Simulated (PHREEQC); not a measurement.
Make-up at 25 °C: 0.074 mol CdSO4, 0.042 mol H3BO3 and 0.016 mol HCl per kg of water. Closed to the air; pH follows from the charge balance.

The numbers come from PHREEQC with the ion-association model, wateq4f.dat.

Each row changes one thing in this solution. This is a speciation only: nothing precipitates in the calculation.

```
case                                            pH  ionic strength (mol/kgw)  Cl- (mol/kgw)  H2BO3- (mol/kgw)
--------------------------------------------  ----  ------------------------  -------------  ----------------
as made                                       2.16                     0.148        0.00782           5.14e-9
H3BO3 from 0.042 to 0.0042 mol/kgw            2.16                     0.148        0.00782          5.14e-10
diluted 100-fold with water                   3.84                         ?       0.000152           1.78e-9
diluted 2-fold with water                     2.40                    0.0814        0.00472           4.01e-9
temperature from 25 to 80 °C                  2.51                     0.143              ?           2.75e-8
CdSO4 left out                                1.84                    0.0160         0.0160                 ?
temperature from 25 to 90 °C                  2.60                     0.143        0.00754           3.88e-8
CdSO4 from 0.074 to 0.111 mol/kgw             2.21                     0.209        0.00675           6.02e-9
CdSO4 replaced by NiSO4 at the same molality  2.23                     0.177         0.0154           6.13e-9
```

**Question.** Some entries are withheld; supply them.

**Answer.** 
- diluted 100-fold with water, ionic strength (mol/kgw): 0.00278
- temperature from 25 to 80 °C, Cl- (mol/kgw): 0.00756
- CdSO4 left out, H2BO3- (mol/kgw): 1.93e-9

Species that the database lacks are ignored. At this temperature some constants are extrapolated from 25 °C, and those without enthalpy data are left unchanged.
